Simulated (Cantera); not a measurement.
## Thermodynamics of tantalum, niobium, vanadium and zirconium in process gases, feed Nb + O2 + H2

Charge: 1 mol Nb, 0.61 mol O2, 37 mol H2, equilibrated at 74.3 Torr.

Equilibrium computed with Cantera from the NASA thermochemical tables; the gas is ideal and each condensed phase is pure. Candidate condensed phases: H2O, Nb, NbO, NbO2, Nb2O5; 12 gas species. Mutual solubility and eutectic melting of coexisting phases are not modelled. NbO: taken at fixed stoichiometry. Condensed phases not in the tables: the oxides between NbO2 and Nb2O5, N, O or C dissolved in the metal. Rates play no part.

| T (K) | x H2 | x H | x H2O | x NbO2 | x NbO | x OH | n NbO(s) | n NbO2(s) | n NbO(l) | n Nb(s) |
|---|---|---|---|---|---|---|---|---|---|---|
| 1750 | 0.994 | 0.000737 | 0.00495 | 3.72e-7 | 9.71e-9 | 2.15e-7 | 0.963 | 0.0367 | 0 | 0 |
| 1850 | 0.992 | 0.00171 | 0.00594 | 2.37e-6 | 8.84e-8 | 7.54e-7 | 1.000 | 0 | 0 | 0 |
| 1950 | 0.990 | 0.00363 | 0.00592 | 1.05e-5 | 6.37e-7 | 1.97e-6 | 1.000 | 0 | 0 | 0 |
| 2050 | 0.987 | 0.00716 | 0.00588 | 4.01e-5 | 3.76e-6 | 4.66e-6 | 0.998 | 0 | 0 | 0 |
| 2150 | 0.981 | 0.0133 | 0.00576 | 0.000132 | 1.87e-5 | 1.01e-5 | 0.994 | 0 | 0 | 0 |
| 2250 | 0.971 | 0.0233 | 0.00550 | 0.000352 | 7.39e-5 | 1.98e-5 | 0 | 0 | 0.984 | 0 |
| 2350 | 0.955 | 0.0387 | 0.00505 | 0.000735 | 0.000229 | 3.53e-5 | 0 | 0 | 0.964 | 0 |
| 2450 | 0.931 | 0.0616 | 0.00496 | 0.00154 | 0.000645 | 6.41e-5 | 0 | 0 | 0.885 | 0.0312 |
x: gas mole fraction; n: condensed amount in mol.

At 1750 K the condensed part is NbO(s) + NbO2(s). From 1850 K to 2150 K the condensed part is NbO(s). From 2250 K to 2350 K the condensed part is NbO(l). At 2450 K the condensed part is Nb(s) + NbO(l). The main Nb-bearing gas is NbO2 throughout.
